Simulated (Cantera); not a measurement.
A diamond (100) surface in a fixed gas of H2 with x(CH4) = 0.0023, x(H) = 0.011, x(CH3) = 0.0013, at 1273 K; coverages are run to steady state.

Cantera simulation using the Harris–Goodwin 1993 mechanism for the reconstructed diamond (100) surface; the numbers are that mechanism's predictions, not measurements.

θ: site fractions in the mechanism's names (c6HH fully hydrogenated, c6H* and c6*H radical sites, c6** diradical, c6HM methylated).

```
P (Pa)  growth (µm/h)  θ c6HH  θ c6H*  θ c6*H  θ c6**    θ c6HM
------  -------------  ------  ------  ------  ------  --------
340             0.565   0.394  0.0462   0.517  0.0400  0.000357
590              1.11   0.394  0.0462   0.517  0.0400  0.000621
1000                …   0.394  0.0462   0.516  0.0399         …
1700             4.49   0.394  0.0461   0.516  0.0399   0.00172
3000                …   0.393  0.0461   0.514  0.0398         …
5200             23.3   0.392  0.0460   0.513  0.0397   0.00458
8900             52.8   0.390  0.0458   0.510  0.0395   0.00687
15000             115   0.389  0.0457   0.508  0.0393   0.00960
```

Q: Complete the blanks.

A: 
- 1000, growth (µm/h): 2.18
- 1000, θ c6HM: 0.00104
- 3000, growth (µm/h): 10.2
- 3000, θ c6HM: 0.00288
